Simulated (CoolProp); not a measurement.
Saturated liquid density (kg/m³) of R13: the reference equation beside estimates from Tc = 29.9 °C, pc = 3.973 MPa, ω = 0.175. Rackett uses Z = 0.29056 − 0.08775 ω.

The numbers come from the reference Helmholtz-energy equation of state, Platzer 1990 in CoolProp. This equation is an older, rougher fit; its heat capacities, sound speeds and derivatives of the liquid may be far off and weren't checked against measurements.

```json
[
 {"T (°C)": "-131.65", "reference": "1702", "Rackett": "1758", "Redlich-Kwong": "1635", "Soave-Redlich-Kwong": "1648"},
 {"T (°C)": "-125.65", "reference": "1681", "Rackett": "1738", "Redlich-Kwong": "1616", "Soave-Redlich-Kwong": "1631"},
 {"T (°C)": "-119.75", "reference": "1660", "Rackett": "1718", "Redlich-Kwong": "1597", "Soave-Redlich-Kwong": "1614"},
 {"T (°C)": "-113.75", "reference": "1639", "Rackett": "1697", "Redlich-Kwong": "1577", "Soave-Redlich-Kwong": "1596"},
 {"T (°C)": "-107.85", "reference": "1618", "Rackett": "1676", "Redlich-Kwong": "1556", "Soave-Redlich-Kwong": "1577"},
 {"T (°C)": "-101.85", "reference": "1596", "Rackett": "1654", "Redlich-Kwong": "1535", "Soave-Redlich-Kwong": "1557"},
 {"T (°C)": "-95.95", "reference": "1575", "Rackett": "1633", "Redlich-Kwong": "1513", "Soave-Redlich-Kwong": "1537"},
 {"T (°C)": "-89.95", "reference": "1552", "Rackett": "1610", "Redlich-Kwong": "1489", "Soave-Redlich-Kwong": "1516"},
 {"T (°C)": "-84.05", "reference": "1530", "Rackett": "1587", "Redlich-Kwong": "1465", "Soave-Redlich-Kwong": "1494"},
 {"T (°C)": "-78.05", "reference": "1507", "Rackett": "1564", "Redlich-Kwong": "1440", "Soave-Redlich-Kwong": "1470"},
 {"T (°C)": "-72.15", "reference": "1484", "Rackett": "1540", "Redlich-Kwong": "1414", "Soave-Redlich-Kwong": "1446"},
 {"T (°C)": "-66.15", "reference": "1460", "Rackett": "1515", "Redlich-Kwong": "1387", "Soave-Redlich-Kwong": "1420"}
]
```

Absolute difference from the reference over all 12 rows, mean and median: Rackett 3.6 and 3.7 %, Redlich-Kwong 4.1 and 3.9 %, Soave-Redlich-Kwong 2.6 and 2.5 %.
